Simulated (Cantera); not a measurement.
A Cantera script and what it prints.

```python
import numpy as np
import cantera as ct

gas_names = """
    O2 CH4 C3H8
""".split()
cond_names = """
    Fe(OH)2(s) Fe(OH)3(s)
""".split()


# ... load() reads the species with a 1 bar reference pressure and builds the phases ...
species = {s.name: s for s in load("nasa_gas.yaml", gas_names) + load("nasa_condensed.yaml", cond_names)}
# Each term lists the table entries of one substance; the one whose range holds T is used.
reactions = {
    '2 O2(g) + 3 CH4(g) + 4 Fe(OH)2 = 4 Fe(OH)3 + C3H8(g)':
        [(-2, ['O2']), (-3, ['CH4']), (-4, ['Fe(OH)2(s)']), (4, ['Fe(OH)3(s)']), (1, ['C3H8'])],
}


def pick(names, T):
    return next(species[n] for n in names if species[n].thermo.min_temp <= T <= species[n].thermo.max_temp)


results = []
for label, terms in reactions.items():
    print(label)
    print("     T/K   dH/kJ  dS/(J/K)   dG/kJ   log10 K")
    for T in [300, 1098, 1148, 1198, 1248, 1298, 1348]:
        used = [(nu, pick(names, T)) for nu, names in terms]
        dH = sum(nu * s.thermo.h(T) for nu, s in used) / 1e6
        dS = sum(nu * s.thermo.s(T) for nu, s in used) / 1e3
        dG = dH - T * dS / 1e3
        logK = -dG * 1e6 / (ct.gas_constant * T * np.log(10))
        results.append((label, T, dH, dS, dG, logK, [s.name for _, s in used]))
        print(f"{T:8g} {dH:8.1f} {dS:8.1f} {dG:8.1f} {logK:8.2f}")
```

Output:

```
2 O2(g) + 3 CH4(g) + 4 Fe(OH)2 = 4 Fe(OH)3 + C3H8(g)
     T/K   dH/kJ  dS/(J/K)   dG/kJ   log10 K
     300   -915.3   -632.5   -725.5   126.32
    1098   -899.2   -622.5   -215.7    10.26
    1148   -896.4   -620.0   -184.6     8.40
    1198   -893.6   -617.6   -153.7     6.70
    1248   -890.6   -615.1   -122.9     5.14
    1298   -887.5   -612.8    -92.2     3.71
    1348   -884.5   -610.4    -61.6     2.39
```

Standard-state values (1 bar) from the NASA 1993 polynomials, evaluated with Cantera. Condensed species are held in their standard states even where they would react or evaporate.
